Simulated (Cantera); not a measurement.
Feed: 1 mol SiH₄, 0.086 mol C₂H₄, 130 mol H₂, held at 7100 Pa.

Method: chemical equilibrium by Gibbs-energy minimisation in Cantera with the NASA 1993 tables (ideal gas, pure condensed phases). Candidate condensed phases: C, C₆H₆, C₇H₈, C₈H₁₈, Si, SiC; 87 gas species. Mutual solubility and eutectic melting of coexisting phases are not modelled. Gases not in the tables: Si₂H₆ and higher silanes. Equilibrium is a limit: real reactors are often held back by kinetics, nucleation or transport.

Question: Which condensed phases are stable at each of these points (T (K)): 1598, 1673, 1748, 1823, 1898, 1973, 2048, 2123, 2198, 2273, 2348, 2423, 2498, 2573?

Answer: 
```
T (K)  condensed phases  Si condensed (%)
-----  ----------------  ----------------
1598     Si(s) + SiC(s)              99.9
1673     Si(s) + SiC(s)              99.7
1748     Si(l) + SiC(s)              99.4
1823     Si(l) + SiC(s)              98.4
1898     Si(l) + SiC(s)              96.3
1973     Si(l) + SiC(s)              91.3
2048     Si(l) + SiC(s)              80.4
2123     Si(l) + SiC(s)              57.0
2198             SiC(s)              12.4
2273             SiC(s)               4.1
2348           gas only               0.0
2423           gas only               0.0
2498           gas only               0.0
2573           gas only               0.0
```

From 1598 K to 1673 K the condensed part is Si(s) + SiC(s). From 1748 K to 2123 K the condensed part is Si(l) + SiC(s). From 2198 K to 2273 K the condensed part is SiC(s). From 2348 K to 2573 K nothing is condensed.
